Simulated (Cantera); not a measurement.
toluene + H₂O (carbon deposition, reforming and gasification)

A closed system holds: 1 mol toluene, 0.3 mol H₂O, equilibrated at 0.133 bar.

Method: chemical equilibrium by Gibbs-energy minimisation in Cantera with the NASA 1993 tables (ideal gas, pure condensed phases). Candidate condensed phases: C, C₆H₆, C₇H₈, C₈H₁₈, H₂O; 110 gas species. Rates play no part.

```csv
T (°C),x H₂,x CO,x H,x C₂H₂ (acetylene),x CH₄,n C(graphite)
1475,0.934,0.0652,0.000605,0.000105,0.000107,6.70
1525,0.934,0.0652,0.000932,0.000161,9.00e-5,6.70
1575,0.933,0.0652,0.00140,0.000240,7.65e-5,6.70
1625,0.932,0.0652,0.00207,0.000351,6.55e-5,6.70
1675,0.931,0.0651,0.00299,0.000502,5.66e-5,6.70
1725,0.930,0.0651,0.00424,0.000705,4.92e-5,6.69
1775,0.928,0.0650,0.00591,0.000973,4.30e-5,6.69
1825,0.926,0.0650,0.00811,0.00132,3.79e-5,6.69
1875,0.922,0.0649,0.0110,0.00177,3.35e-5,6.68
1925,0.918,0.0647,0.0146,0.00233,2.97e-5,6.68
1975,0.913,0.0646,0.0192,0.00302,2.64e-5,6.67
2025,0.907,0.0644,0.0250,0.00388,2.36e-5,6.66
2075,0.899,0.0642,0.0321,0.00491,2.10e-5,6.65
2125,0.889,0.0639,0.0407,0.00614,1.88e-5,6.64
```
x: gas mole fraction; n: condensed amount in mol.

From 1475 °C to 2125 °C the condensed part is C(graphite). The main C-bearing gas is CO throughout.
